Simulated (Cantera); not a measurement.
A closed system holds: 1 mol C2H5OH, 0.18 mol NH3, equilibrated at 14.0 bar.

Cantera equilibrium calculation (NASA polynomials, part measured and part estimated; ideal gas, pure solids and liquids). Candidate condensed phases: C, C6H6, C7H8, C8H18, H2O; 169 gas species. Ions and electrons are included (thermal ionisation). Rates play no part. All values below are at 4727 °C.

Base state: H 0.627, CO 0.141, H2 0.133, C 0.0355, C2H 0.0140, C2 0.0118, C3 0.00953, CN 0.00706 (mole fractions); condensed: gas only.

**Question.** What changes in the equilibrium state with this change: C2H5OH replaced by C?

**Answer.** 
```
species   before   after
-------  -------  ------
H          0.627   0.374
C3       0.00953   0.172
C         0.0355  0.0932
CO         0.141       0
C5       8.26e-5  0.0103
N2       0.00534  0.0498
CN       0.00706  0.0565
C2        0.0118  0.0811
HCN      0.00467  0.0223
HNC      0.00223  0.0107
C2H       0.0140  0.0574
H2         0.133  0.0474
C2O      6.68e-5       0
O        2.98e-5       0
HCO      2.75e-5       0
OH       1.18e-5       0
```
